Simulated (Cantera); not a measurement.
A Cantera script and its output.

```python
import numpy as np
import cantera as ct

gas = ct.Solution("gri30.yaml", transport_model="multicomponent")
show = ['CO2', 'C2H2', 'O']

rows = []
print(f"{'T/K':>7s}{'rho':>11s}{'cp':>10s}{'mu':>11s}{'lambda':>11s}{'Pr':>7s}" + "".join(f"{'D_' + s:>11s}" for s in show))
for T in [400, 600, 800, 1000, 1200, 1400, 1600]:
    gas.TPX = T, 1333, {'O2': 0.56}
    Pr = gas.cp_mass * gas.viscosity / gas.thermal_conductivity
    D = [gas.mix_diff_coeffs_mole[gas.species_index(s)] for s in show]
    rows.append([gas.density, gas.cp_mass, gas.viscosity, gas.thermal_conductivity, Pr, *D])
    print(f"{T:7g}{gas.density:11.4e}{gas.cp_mass:10.1f}{gas.viscosity:11.4e}"
          f"{gas.thermal_conductivity:11.4e}{Pr:7.3f}" + "".join(f"{d:11.4e}" for d in D))
print("SI units: kg/m3, J/kg/K, Pa s, W/m/K, m2/s")
```

Result:

```
    T/K        rho        cp         mu     lambda     Pr      D_CO2     D_C2H2        D_O
    400 1.2825e-02     941.4 2.5629e-05 3.3889e-02  0.712 2.0065e-03 2.1288e-03 4.1306e-03
    600 8.5500e-03    1002.6 3.4077e-05 4.8102e-02  0.710 4.1090e-03 4.3388e-03 8.2361e-03
    800 6.4125e-03    1054.7 4.1353e-05 6.1465e-02  0.710 6.7436e-03 7.1043e-03 1.3351e-02
   1000 5.1300e-03    1090.2 4.7912e-05 7.3669e-02  0.709 9.8514e-03 1.0365e-02 1.9374e-02
   1200 4.2750e-03    1114.2 5.3973e-05 8.4884e-02  0.708 1.3393e-02 1.4080e-02 2.6237e-02
   1400 3.6643e-03    1134.2 5.9661e-05 9.5570e-02  0.708 1.7340e-02 1.8221e-02 3.3888e-02
   1600 3.2063e-03    1151.4 6.5055e-05 1.0584e-01  0.708 2.1671e-02 2.2764e-02 4.2287e-02
SI units: kg/m3, J/kg/K, Pa s, W/m/K, m2/s
```

Cantera simulation using GRI-Mech 3.0 (53 species, 325 reactions); the numbers are that mechanism's predictions, not measurements.
